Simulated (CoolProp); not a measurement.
Values from CoolProp's reference Helmholtz-energy equation of state, McLinden 2015.

**Question.** For the fluoroketone C6F12O (FK-5-1-12), give the phase and the density (kg/m³), cp (kJ/(kg K)), Joule-Thomson coefficient (K/MPa), isothermal compressibility (1/MPa) at 500 K and 2.18 MPa; 500 K and 2.8 MPa; 500 K and 3.12 MPa.

**Answer.** 
- 500 K and 2.18 MPa: supercritical; density 232, cp 1.20, Joule-Thomson coefficient 8.04, isothermal compressibility 0.664
- 500 K and 2.8 MPa: supercritical; density 341, cp 1.31, Joule-Thomson coefficient 8.48, isothermal compressibility 0.584
- 500 K and 3.12 MPa: supercritical; density 408, cp 1.37, Joule-Thomson coefficient 8.33, isothermal compressibility 0.541
